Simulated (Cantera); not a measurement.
Feed: 1 mol NaOH, 2.8 mol H2O, 0.026 mol C, held at 1327 °C.

These are equilibrium values from Cantera (NASA tables, ideal gas, pure condensed phases), not measurements of a reactor. Candidate condensed phases: C, C6H6, C7H8, C8H18, H2O, Na, NaOH, NaO2, Na2CO3, Na2O, Na2O2; 117 gas species. The numbers say what is thermodynamically allowed, not how fast it happens.

log p: log10 of the partial pressure in bar; n: condensed amount in mol.

```json
[
 {"P (Pa)": "10", "log p H2O": "-4.14", "log p NaOH": "-5.59", "log p Na": "-4.70", "log p O2": "-5.36", "log p H2": "-6.64", "n NaOH(l)": "0"},
 {"P (Pa)": "52", "log p H2O": "(withheld)", "log p NaOH": "(withheld)", "log p Na": "(withheld)", "log p O2": "(withheld)", "log p H2": "(withheld)", "n NaOH(l)": "0"},
 {"P (Pa)": "270", "log p H2O": "-2.71", "log p NaOH": "-3.43", "log p Na": "-3.54", "log p O2": "-4.27", "log p H2": "-5.75", "n NaOH(l)": "0"},
 {"P (Pa)": "1400", "log p H2O": "-1.99", "log p NaOH": "-2.56", "log p Na": "-3.10", "log p O2": "-3.98", "log p H2": "-5.18", "n NaOH(l)": "0"},
 {"P (Pa)": "7200", "log p H2O": "-1.28", "log p NaOH": "-1.79", "log p Na": "-2.66", "log p O2": "-4.09", "log p H2": "-4.41", "n NaOH(l)": "0"},
 {"P (Pa)": "37000", "log p H2O": "(withheld)", "log p NaOH": "(withheld)", "log p Na": "(withheld)", "log p O2": "(withheld)", "log p H2": "(withheld)", "n NaOH(l)": "0"},
 {"P (Pa)": "190000", "log p H2O": "0.22", "log p NaOH": "-0.70", "log p Na": "-1.70", "log p O2": "-6.53", "log p H2": "-1.70", "n NaOH(l)": "0.617"},
 {"P (Pa)": "1000000", "log p H2O": "0.98", "log p NaOH": "-0.70", "log p Na": "-2.00", "log p O2": "-6.86", "log p H2": "-0.77", "n NaOH(l)": "0.938"}
]
```

Q: Complete the blanks.

A: 
- 52, log p H2O: -3.42
- 52, log p NaOH: -4.44
- 52, log p Na: -4.08
- 52, log p O2: -4.75
- 52, log p H2: -6.23
- 37000, log p H2O: -0.57
- 37000, log p NaOH: -1.07
- 37000, log p Na: -2.06
- 37000, log p O2: -5.03
- 37000, log p H2: -3.23
